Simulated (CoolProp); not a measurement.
Vapour-liquid equilibrium of toluene (1) + n-octane (2) at 314.1 K; x and y are mole fractions of (1).

Model: multi-fluid Helmholtz-energy mixture model, Lemmon 2006 and Beckmüller 2019; pair parameters Bell 2016, in CoolProp.

```
x     bubble pressure, mixture model (bar)  bubble pressure, Raoult's law (bar)  y, mixture model  y, Raoult's law
----  ------------------------------------  -----------------------------------  ----------------  ---------------
0.05                               0.04723                              0.04549             0.123            0.091
0.2                                0.05684                              0.05132             0.378            0.321
0.35                               0.06444                              0.05715             0.541            0.505
0.5                                0.07041                              0.06299             0.659            0.654
0.65                                     …                              0.06882                 …            0.779
0.8                                0.07890                              0.07465                 …            0.883
0.95                                     …                              0.08049             0.959            0.973
```

Question: Complete the blanks.

Answer: 
- 0.65, bubble pressure, mixture model (bar): 0.07514
- 0.65, y, mixture model: 0.758
- 0.8, y, mixture model: 0.853
- 0.95, bubble pressure, mixture model (bar): 0.08174

The largest gap from Raoult's law is +12.8 % in bubble pressure, at x = 0.35. No azeotrope shows between x = 0.05 and 0.95.

The pair parameters rest on a limited set of measurements; away from them the model extrapolates.
